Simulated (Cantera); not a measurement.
A freely propagating, adiabatic, planar premixed flame of H2 : O2 : N2 = 1 : 0.455 : 1.71 (molar parts), unburnt at 700 K and 120 Torr; mixture-averaged transport, grid criteria slope 0.08 and curve 0.16, no radiation.

Cantera simulation using the H2/O2 subset of GRI-Mech 3.0, which has no nitrogen chemistry; the numbers are that mechanism's predictions, not measurements. Burning velocities carry a grid error of a few per cent, more on coarse grids.

Problem. Predict: laminar burning velocity; thermal thickness; peak x(H2O2); peak x(OH); peak x(O).

Solution. 
```json
{
 "laminar_burning_velocity": "879 cm/s",
 "thermal_thickness": "5.64 mm",
 "peak x(H2O2)": "9.52e-7",
 "peak x(OH)": "0.0203",
 "peak x(O)": "0.0163"
}
```
